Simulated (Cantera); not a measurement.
Hydrocarbon pyrolysis for carbon deposition

A perfectly stirred reactor is fed with 10.4 % CH₄, 89.6 % N₂, at 0.0701 atm; it is held at 1775 K, and followed from long to short residence time.

Cantera simulation using GRI-Mech 3.0 (53 species, 325 reactions); the numbers are that mechanism's predictions, not measurements. GRI-Mech 3.0 stops at C3 and has no aromatics, soot or wall deposition, so with more carbon than oxygen in the feed, carbon stays in small species such as C2H2 where larger ones or solid carbon would form.

```json
[
 {"τ (s)": "3.5", "x CH₄": "0.00387", "x HCN": "8.73e-5", "x H": "0.000330", "x C₂H₂": "0.0453", "x H₂": "0.136", "x CH₂": "4.81e-7", "x C₂H": "8.63e-7"},
 {"τ (s)": "0.99", "x CH₄": "0.00810", "x HCN": "3.21e-5", "x H": "0.000280", "x C₂H₂": "0.0432", "x H₂": "0.130", "x CH₂": "7.62e-7", "x C₂H": "7.33e-7"},
 {"τ (s)": "0.28", "x CH₄": "0.0169", "x HCN": "1.07e-5", "x H": "0.000222", "x C₂H₂": "0.0390", "x H₂": "0.118", "x CH₂": "1.13e-6", "x C₂H": "5.78e-7"},
 {"τ (s)": "0.081", "x CH₄": "0.0327", "x HCN": "3.21e-6", "x H": "0.000160", "x C₂H₂": "0.0311", "x H₂": "0.0953", "x CH₂": "1.54e-6", "x C₂H": "4.11e-7"},
 {"τ (s)": "0.023", "x CH₄": "0.0573", "x HCN": "6.94e-7", "x H": "9.41e-5", "x C₂H₂": "0.0185", "x H₂": "0.0603", "x CH₂": "1.86e-6", "x C₂H": "2.26e-7"},
 {"τ (s)": "0.0065", "x CH₄": "0.0864", "x HCN": "5.61e-8", "x H": "3.07e-5", "x C₂H₂": "0.00441", "x H₂": "0.0199", "x CH₂": "1.52e-6", "x C₂H": "5.34e-8"},
 {"τ (s)": "0.0019", "x CH₄": "0.102", "x HCN": "6.60e-10", "x H": "3.88e-6", "x C₂H₂": "0.000118", "x H₂": "0.00173", "x CH₂": "3.98e-7", "x C₂H": "2.04e-9"},
 {"τ (s)": "0.00053", "x CH₄": "0.104", "x HCN": "1.37e-11", "x H": "1.14e-6", "x C₂H₂": "7.91e-7", "x H₂": "0.000167", "x CH₂": "4.15e-8", "x C₂H": "2.29e-11"},
 {"τ (s)": "0.00015", "x CH₄": "0.104", "x HCN": "<1e-12", "x H": "9.37e-7", "x C₂H₂": "4.86e-9", "x H₂": "3.94e-5", "x CH₂": "4.11e-9", "x C₂H": "<1e-12"}
]
```
x: mole fraction; the columns are a selection and need not sum to one.
